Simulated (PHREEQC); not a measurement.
# Nickel, zinc or cadmium bath

A solution holds 27 mmol/kgw CdSO4, 29 mmol/kgw KCl and 0.12 mmol/kgw HCl, at 10 °C. Closed to the air; pH follows from the charge balance.

Computed with PHREEQC (ion-association model, phreeqc.dat).

Each row changes one thing in this solution. This is a speciation only: nothing precipitates in the calculation.

```json
[
 {"case": "as made", "pH": "4.17", "ionic strength (mol/kgw)": "0.0850", "Cl- (mol/kgw)": "0.0206", "SO4-2 (mol/kgw)": "0.0162", "Cd+2 (mol/kgw)": "0.0105", "CdCl+ (mol/kgw)": "0.00771"},
 {"case": "diluted 5-fold with water", "pH": "4.74", "ionic strength (mol/kgw)": "0.0206", "Cl- (mol/kgw)": "0.00495", "SO4-2 (mol/kgw)": "(withheld)", "Cd+2 (mol/kgw)": "0.00330", "CdCl+ (mol/kgw)": "0.000853"},
 {"case": "KCl from 0.029 to 0.058 mol/kgw", "pH": "4.18", "ionic strength (mol/kgw)": "0.111", "Cl- (mol/kgw)": "0.0440", "SO4-2 (mol/kgw)": "0.0179", "Cd+2 (mol/kgw)": "0.00805", "CdCl+ (mol/kgw)": "0.0117"},
 {"case": "temperature from 10 to 55 °C", "pH": "4.36", "ionic strength (mol/kgw)": "0.0822", "Cl- (mol/kgw)": "0.0203", "SO4-2 (mol/kgw)": "0.0155", "Cd+2 (mol/kgw)": "(withheld)", "CdCl+ (mol/kgw)": "0.00791"},
 {"case": "KCl left out", "pH": "(withheld)", "ionic strength (mol/kgw)": "0.0604", "Cl- (mol/kgw)": "7.53e-5", "SO4-2 (mol/kgw)": "0.0134", "Cd+2 (mol/kgw)": "(withheld)", "CdCl+ (mol/kgw)": "4.47e-5"},
 {"case": "diluted 100-fold with water", "pH": "5.94", "ionic strength (mol/kgw)": "0.00131", "Cl- (mol/kgw)": "(withheld)", "SO4-2 (mol/kgw)": "0.000257", "Cd+2 (mol/kgw)": "0.000252", "CdCl+ (mol/kgw)": "5.57e-6"},
 {"case": "HCl from 0.00012 to 0.000108 mol/kgw", "pH": "4.22", "ionic strength (mol/kgw)": "0.0849", "Cl- (mol/kgw)": "0.0206", "SO4-2 (mol/kgw)": "0.0162", "Cd+2 (mol/kgw)": "0.0105", "CdCl+ (mol/kgw)": "0.00771"}
]
```

Task: Complete the blanks.

Result: 
- diluted 5-fold with water, SO4-2 (mol/kgw): 0.00403
- temperature from 10 to 55 °C, Cd+2 (mol/kgw): 0.0101
- KCl left out, pH: 4.15
- KCl left out, Cd+2 (mol/kgw): 0.0151
- diluted 100-fold with water, Cl- (mol/kgw): 0.000286

Species that the database lacks are ignored. Constants without temperature data keep their 25 °C values here.
